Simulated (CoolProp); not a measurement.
Isohexane along the isobar 1.33 MPa: fugacity coefficient from the reference equation and from simpler models built on Tc = 497.7 K, pc = 3.043 MPa, ω = 0.280; each cubic takes its own stable root.

Computed with CoolProp (reference Helmholtz-energy equation of state, Lemmon 2006). It is a short technical equation, of lower accuracy than the large ones.

```tsv
T (K)	phase	reference
353.2	liquid	0.1357
372.9	liquid	0.2195
392.6	liquid	0.3326
412.3	liquid	0.4767
432	liquid	0.6507
451.6	gas	0.7896
471.3	gas	0.8196
491	gas	0.8440
510.7	gas	0.8641
```

**Question.** How far does each simpler model (van der Waals, Redlich-Kwong, Soave-Redlich-Kwong, Peng-Robinson) lie from the reference over these 9 states: mean and median of the absolute difference, and the worst?

**Answer.** 
- van der Waals: mean 66.0 %, median 25.7 %, worst +228.2 % at 353.2 K and 1.33 MPa
- Redlich-Kwong: mean 21.2 %, median 18.2 %, worst +60.1 % at 353.2 K and 1.33 MPa
- Soave-Redlich-Kwong: mean 1.6 %, median 1.6 %, worst +2.7 % at 412.3 K and 1.33 MPa
- Peng-Robinson: mean 0.6 %, median 0.2 %, worst -1.2 % at 510.7 K and 1.33 MPa

At some of these states van der Waals gives the other phase, because its saturation line lies elsewhere.
